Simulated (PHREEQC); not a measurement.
A solution holds 0.23 mol MgSO4, 0.00085 mol K2SO4 and 0.0013 mol MgCl2 per kg of water, at 80 °C. Closed to the air; pH follows from the charge balance.

Model: ion-association model, phreeqc.dat, run in PHREEQC.

Precipitation was switched off in this run.

Task: Order these S species by the share of S that they hold, largest first: KSO4-, SO4-2, MgSO4.

Result: MgSO4 (75 %), SO4-2 (25 %), KSO4- (0.13 %)

The ionic strength is 0.233 mol/kgw. At this temperature some constants are extrapolated from 25 °C, and those without enthalpy data are left unchanged.
